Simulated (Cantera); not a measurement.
A closed system holds: 1 mol SiHCl3, 1 mol HCl, a varied amount of H2, at 1575 K and 40.0 mbar.

Cantera equilibrium calculation (NASA polynomials, part measured and part estimated; ideal gas, pure solids and liquids). Candidate condensed phases: Si; 19 gas species. Rates play no part.

Question: What share of the Si ends up in condensed phases as a function of n(H2) (mol), at 110, 170, 230, 280, 340, 400, 460, 510, 570, 630, 690, 740?

Answer: 
```tsv
n(H2) (mol)	Si condensed (%)	as
110	65.6	Si(s)
170	75.1	Si(s)
230	80.4	Si(s)
280	83.3	Si(s)
340	85.8	Si(s)
400	87.7	Si(s)
460	89.1	Si(s)
510	90.0	Si(s)
570	90.9	Si(s)
630	91.6	Si(s)
690	92.2	Si(s)
740	92.7	Si(s)
```
